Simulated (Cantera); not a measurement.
Cantera run, input and output.

```python
import numpy as np
import cantera as ct

gas = ct.Solution("h2o2.yaml")
gas.TPX = 700, 53000, {'H2': 1.3, 'O2': 0.294, 'N2': 1.11}
flame = ct.FreeFlame(gas, width=0.062)
flame.set_refine_criteria(ratio=3, slope=0.08, curve=0.16)
flame.transport_model = "mixture-averaged"
flame.solve(loglevel=0, auto=True)
z, T = flame.grid, flame.T
thick = (T[-1] - T[0]) / np.gradient(T, z).max()
show = ['H2', 'O2', 'OH', 'H2O2', 'HO2', 'H2O']
print(f"laminar burning velocity  {flame.velocity[0] * 100:.3f} cm/s")
print(f"burnt temperature         {T[-1]:.1f} K")
print(f"thermal thickness         {thick * 1e3:.4f} mm")
print(f"grid points               {len(z)}")
z0 = z[flame.heat_release_rate.argmax()]
print(f"{'z/mm':>9s}{'T/K':>9s}{'u/(m/s)':>9s}" + "".join(f"{s:>11s}" for s in show))
rows = []
for k in (-3, -2, -1.5, -1, -0.5, -0.25, 0, 0.25, 0.5, 1, 2, 4, 8):
    zz = z0 + k * thick
    rows.append([k * thick, np.interp(zz, z, T), np.interp(zz, z, flame.velocity),
                 *(np.interp(zz, z, flame.X[gas.species_index(s)]) for s in show)])
    print(f"{rows[-1][0] * 1e3:9.3f}{rows[-1][1]:9.1f}{rows[-1][2]:9.3f}" + "".join(f"{x:11.3e}" for x in rows[-1][3:]))
```

It prints:

```
laminar burning velocity  1095.901 cm/s
burnt temperature         2290.0 K
thermal thickness         1.1160 mm
grid points               145
     z/mm      T/K  u/(m/s)         H2         O2         OH       H2O2        HO2        H2O
   -3.348    700.0   10.959  4.808e-01  1.087e-01  1.223e-16  3.500e-12  4.115e-11  1.019e-12
   -2.232    700.0   10.959  4.808e-01  1.087e-01  2.318e-13  3.554e-12  7.023e-10  3.437e-11
   -1.674    700.0   10.959  4.808e-01  1.087e-01  1.178e-11  4.763e-12  1.990e-08  1.014e-09
   -1.116    700.0   10.959  4.808e-01  1.087e-01  3.785e-09  4.820e-10  1.921e-06  2.096e-07
   -0.558    716.5   11.193  4.780e-01  1.084e-01  4.740e-05  7.486e-07  1.017e-04  1.070e-03
   -0.279    862.3   13.276  4.494e-01  1.032e-01  3.861e-04  1.062e-06  7.042e-05  1.568e-02
    0.000   1224.3   18.396  3.261e-01  5.846e-02  2.391e-03  8.170e-07  3.053e-05  1.085e-01
    0.279   1468.7   21.886  2.350e-01  8.771e-03  3.627e-03  4.462e-07  4.585e-06  2.056e-01
    0.558   1566.3   23.203  2.272e-01  1.485e-03  3.911e-03  3.182e-07  7.418e-07  2.216e-01
    1.116   1672.3   24.585  2.349e-01  6.469e-04  4.423e-03  2.394e-07  3.104e-07  2.247e-01
    2.232   1792.5   26.113  2.458e-01  4.898e-04  4.762e-03  1.518e-07  2.247e-07  2.271e-01
    4.464   1914.4   27.622  2.567e-01  3.329e-04  4.694e-03  8.479e-08  1.539e-07  2.300e-01
    8.928   2027.8   28.991  2.667e-01  1.959e-04  4.176e-03  4.442e-08  9.768e-08  2.333e-01
```

Detailed kinetics in Cantera: the H2/O2 subset of GRI-Mech 3.0, which has no nitrogen chemistry. Burning velocities carry a grid error of a few per cent, more on coarse grids.
